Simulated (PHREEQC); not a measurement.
Make-up at 5 °C: 0.16 mol NaHCO3, 0.064 mol NaOH and 0.00063 mol NaCl per kg of water. Closed to the air; pH follows from the charge balance.

All values are PHREEQC results (ion-association model, phreeqc.dat), not measurements.

**Question.** The ionic strength comes out as 0.247 mol/kgw. What activity coefficients do HCO3-, Na+, Cl-, OH-, CO3-2 get?

**Answer.** HCO3- 0.74, Na+ 0.74, Cl- 0.71, OH- 0.70, CO3-2 0.30.

Precipitation was switched off in this run. Species that the database lacks are ignored. At this temperature some constants are extrapolated from 25 °C, and those without enthalpy data are left unchanged.
